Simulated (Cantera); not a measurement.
Feed: 1 mol SiH₄, 77 mol N₂, equilibrated at 1750 K.

Cantera equilibrium calculation (NASA polynomials, part measured and part estimated; ideal gas, pure solids and liquids). Candidate condensed phases: Si, Si₃N₄; 18 gas species. The numbers say what is thermodynamically allowed, not how fast it happens.

Question: Which condensed phases are stable at each of these points (P (Pa)): 5, 36, 260, 1900, 14000, 100000?

Answer: 
```json
[
 {"P (Pa)": "5", "condensed phases": "gas only", "Si condensed (%)": "0.0"},
 {"P (Pa)": "36", "condensed phases": "Si(l)", "Si condensed (%)": "64.9"},
 {"P (Pa)": "260", "condensed phases": "Si(l)", "Si condensed (%)": "94.8"},
 {"P (Pa)": "1900", "condensed phases": "Si₃N₄(s)", "Si condensed (%)": "99.7"},
 {"P (Pa)": "14000", "condensed phases": "Si₃N₄(s)", "Si condensed (%)": "100.0"},
 {"P (Pa)": "100000", "condensed phases": "Si₃N₄(s)", "Si condensed (%)": "100.0"}
]
```

At 5.00 Pa nothing is condensed. From 36.0 Pa to 260 Pa the condensed part is Si(l). From 1900 Pa to 100000 Pa the condensed part is Si₃N₄(s).
